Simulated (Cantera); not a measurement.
Charge: 1 mol Si, 1.1 mol Cl2, 85 mol H2, 4.3 mol F2, equilibrated at 1225 °C and 100 Torr.

Equilibrium computed with Cantera from the NASA thermochemical tables; the gas is ideal and each condensed phase is pure. Candidate condensed phases: Si; 37 gas species. The tables' values for SiF3 are old estimates; treat these amounts as uncertain. Equilibrium is a limit: real reactors are often held back by kinetics, nucleation or transport.

Base state: H2 0.912, HF 0.0517, HCl 0.0246, SiF4 0.0109, SiF3 0.000174, SiHF3 9.32e-5, H 4.50e-5 (mole fractions); condensed: gas only.

Question: What changes in the equilibrium state with this change: H2 from 85 to 2 mol?

Answer: 
```csv
species,before,after
HF,0.0517,0.604
SiF4,0.0109,0.151
Cl2,<1e-9,0.104
H2,0.912,<1e-9
ClF,<1e-9,0.0738
F,<1e-9,0.0169
Cl,9.78e-7,0.0508
HCl,0.0246,6.11e-5
SiF3,0.000174,<1e-9
SiHF3,9.32e-5,<1e-9
```
